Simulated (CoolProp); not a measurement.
Isobutene at 508.4 K and 0.106 MPa is throttled through a valve to 0.0284 MPa with no heat exchange. Each further row changes one setting.

The numbers come from the reference Helmholtz-energy equation of state, Lemmon 2005 in CoolProp. It is a short technical equation, of lower accuracy than the large ones.

```tsv
case	temperature change (K)	final density (kg/m³)
as stated	-0.4	0.378
outlet pressure 0.00852 MPa	-0.5	0.113
outlet pressure 0.0369 MPa	-0.3	0.491
```
